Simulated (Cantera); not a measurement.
A Cantera script and its output.

```python
import numpy as np
import cantera as ct

gas = ct.Solution("gri30.yaml")
gas.TPX = 950, 1800000, {'CH4': 1, 'H2': 0.035, 'O2': 3.67, 'N2': 13.8}
reactor = ct.IdealGasConstPressureReactor(gas, energy="on", clone=False)
net = ct.ReactorNet([reactor])
net.rtol, net.atol = 1e-08, 1e-16
show = ['CH4', 'H2', 'O2', 'NO2', 'O', 'H']
times = np.geomspace(1e-06, 3, 15)

steps = ct.SolutionArray(gas, extra=["t"])
rows = []
print(f"{'t/s':>10s}{'T/K':>9s}{'P/Pa':>11s}" + "".join(f"{s:>11s}" for s in show))
for t in times:
    while net.time < t:
        t_next = net.step()
        steps.append(gas.state, t=t_next)
    rows.append([np.interp(t, steps.t, y) for y in (steps.T, steps.P, *steps(*show).X.T)])
    print(f"{t:10.3e}{rows[-1][0]:9.1f}{rows[-1][1]:11.4g}" + "".join(f"{x:11.3e}" for x in rows[-1][2:]))
rate = np.gradient(steps.T, steps.t)
print("integrator steps:", len(steps.t))
if steps.T.max() > steps.T[0] + 200:
    print(f"time of steepest temperature rise: {steps.t[rate.argmax()]:.4e} s")
gas.TPX = 950, 1800000, {'CH4': 1, 'H2': 0.035, 'O2': 3.67, 'N2': 13.8}
gas.equilibrate("HP")
print(f"equilibrium (HP): T = {gas.T:.1f} K  " + "  ".join(f"{s} {gas[s].X[0]:.3e}" for s in show))
```

Output:

```
       t/s      T/K       P/Pa        CH4         H2         O2        NO2          O          H
 1.000e-06    950.0    1.8e+06  5.404e-02  1.891e-03  1.983e-01  4.190e-36  8.505e-15  2.198e-14
 2.902e-06    950.0    1.8e+06  5.404e-02  1.891e-03  1.983e-01  1.601e-34  1.129e-14  2.479e-14
 8.420e-06    950.0    1.8e+06  5.404e-02  1.891e-03  1.983e-01  5.571e-33  1.900e-14  3.284e-14
 2.443e-05    950.0    1.8e+06  5.404e-02  1.891e-03  1.983e-01  2.375e-31  4.072e-14  5.556e-14
 7.089e-05    950.0    1.8e+06  5.404e-02  1.891e-03  1.983e-01  1.453e-29  9.863e-14  1.163e-13
 2.057e-04    950.0    1.8e+06  5.404e-02  1.891e-03  1.983e-01  9.685e-28  2.334e-13  2.586e-13
 5.969e-04    950.0    1.8e+06  5.404e-02  1.891e-03  1.983e-01  7.432e-26  4.786e-13  5.249e-13
 1.732e-03    950.0    1.8e+06  5.404e-02  1.891e-03  1.983e-01  5.825e-24  1.050e-12  1.189e-12
 5.026e-03    950.0    1.8e+06  5.404e-02  1.891e-03  1.983e-01  1.077e-21  4.593e-12  5.904e-12
 1.458e-02    950.2    1.8e+06  5.402e-02  1.884e-03  1.983e-01  7.788e-19  3.175e-11  5.366e-11
 4.232e-02    955.6    1.8e+06  5.344e-02  1.805e-03  1.977e-01  1.602e-16  2.281e-10  5.740e-10
 1.228e-01   2104.8    1.8e+06  1.016e-21  5.351e-05  8.810e-02  7.470e-06  1.012e-04  5.575e-06
 3.563e-01   2097.4    1.8e+06  8.796e-22  5.136e-05  8.644e-02  2.079e-05  9.518e-05  5.218e-06
 1.034e+00   2095.3    1.8e+06  8.439e-22  5.077e-05  8.597e-02  2.459e-05  9.353e-05  5.120e-06
 3.000e+00   2095.3    1.8e+06  8.436e-22  5.076e-05  8.597e-02  2.463e-05  9.351e-05  5.119e-06
integrator steps: 2733
time of steepest temperature rise: 5.9565e-02 s
equilibrium (HP): T = 2095.3 K  CH4 1.280e-21  H2 5.076e-05  O2 8.597e-02  NO2 2.463e-05  O 9.351e-05  H 5.119e-06
```

Model: GRI-Mech 3.0 (53 species, 325 reactions), integrated in Cantera. The pressure lies above the range GRI-Mech 3.0 was tuned for (to about 10 atm). Below about 1000 K GRI-Mech 3.0 lacks low-temperature oxidation paths.
